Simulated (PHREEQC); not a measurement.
Make-up at 25 °C: 0.019 mol Cu(NO3)2, 0.0048 mol H2SO4 and 5.9e-05 mol Na2SO4 per kg of water. Closed to the air; pH follows from the charge balance.

Equilibrium calculation in PHREEQC: ion-association model, wateq4f.dat.

No solid was allowed to form.

Question: Order these S species by the share of S that they hold, largest first: CuSO4, SO4-2, HSO4-.

Answer: SO4-2 (48 %), CuSO4 (33 %), HSO4- (18 %)

The pH is 2.13 and the ionic strength 0.0634 mol/kgw.
